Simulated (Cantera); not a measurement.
A closed system holds: 1 mol Nb₂O₅, a varied amount of H₂, equilibrated at 1625 °C and 1 atm.

Method: chemical equilibrium by Gibbs-energy minimisation in Cantera with the NASA 1993 tables (ideal gas, pure condensed phases). Candidate condensed phases: H₂O, Nb, NbO, NbO₂, Nb₂O₅; 12 gas species. Condensed phases not in the tables: the oxides between NbO₂ and Nb₂O₅. The numbers say what is thermodynamically allowed, not how fast it happens.

Task: At 9.4 mol H₂, list the 3 most abundant gas species with their mole fractions, and the condensed phases.

Result: H₂ 0.893, H₂O 0.106, H 0.000735. Condensed: NbO₂(s).
